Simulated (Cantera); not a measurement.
# Premixed flame

A freely propagating, adiabatic, planar premixed flame of CH4 : H2 : O2 : N2 = 1 : 0.092 : 1.7 : 6.41 (molar parts), unburnt at 575 K and 370000 Pa; mixture-averaged transport, grid criteria slope 0.08 and curve 0.16, no radiation.

Model: GRI-Mech 3.0 (53 species, 325 reactions), integrated in Cantera. Burning velocities carry a grid error of a few per cent, more on coarse grids.

| z (mm) | T (K) | u (m/s) | x CH4 | x H2 | x O2 | x O | x NO2 | x C2H6 |
|---|---|---|---|---|---|---|---|---|
| -0.390 | 575 | 0.719 | 0.108 | 0.0113 | 0.184 | <1e-8 | <1e-8 | 4.84e-8 |
| -0.260 | 580 | 0.726 | 0.108 | 0.0137 | 0.184 | <1e-8 | 1.50e-8 | 1.08e-6 |
| -0.195 | 597 | 0.751 | 0.106 | 0.0165 | 0.182 | <1e-8 | 9.26e-8 | 8.78e-6 |
| -0.130 | 701 | 0.888 | 0.0987 | 0.0216 | 0.174 | 1.85e-8 | 6.17e-7 | 0.000107 |
| -0.0650 | 1167 | 1.50 | 0.0661 | 0.0291 | 0.132 | 6.41e-6 | 8.40e-7 | 0.000967 |
| -0.0325 | 1584 | 2.06 | 0.0354 | 0.0329 | 0.0875 | 6.75e-5 | 2.35e-7 | 0.00109 |
| 0 | 1960 | 2.57 | 0.00863 | 0.0337 | 0.0401 | 0.000345 | 3.06e-8 | 0.000129 |
| 0.0325 | 2128 | 2.79 | 0.000774 | 0.0302 | 0.0142 | 0.000770 | 1.12e-8 | 1.17e-6 |
| 0.0650 | 2178 | 2.84 | 4.37e-5 | 0.0281 | 0.00585 | 0.000935 | 1.13e-8 | <1e-8 |
| 0.130 | 2220 | 2.89 | 2.10e-7 | 0.0277 | 0.00247 | 0.000747 | 1.13e-8 | <1e-8 |
| 0.260 | 2263 | 2.93 | <1e-8 | 0.0276 | 0.00131 | 0.000428 | 1.00e-8 | <1e-8 |
| 0.520 | 2298 | 2.97 | <1e-8 | 0.0272 | 0.000603 | 0.000193 | <1e-8 | <1e-8 |
| 1.04 | 2320 | 3.00 | <1e-8 | 0.0270 | 0.000247 | 7.88e-5 | <1e-8 | <1e-8 |
x: mole fraction of selected species; z is measured from the peak of heat release.

| Quantity | Value |
|---|---|
| laminar burning velocity | 71.8 cm/s |
| thermal thickness | 0.130 mm |
| peak x(O) | 0.000935 |
| peak x(C2H6) | 0.00124 |
| grid points | 155 |
